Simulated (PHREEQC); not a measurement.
Buffer (model solution)

A solution holds 17.5 mmol/kgw NaHCO3, 1.4 mmol/kgw Na2SO4 and 4 mmol/kgw KCl, at 20 °C. Closed to the air; pH follows from the charge balance.

All values are PHREEQC results (Pitzer model, pitzer.dat), not measurements.

No solid was allowed to form.

Task: Estimate the pH.

Result: pH 8.23.

Task: In which forms is C present?

Result: HCO3- 97 %, CO2 1.3 %, CO3-2 1.3 % of the C.

Complexes and solids missing from the database can't appear.
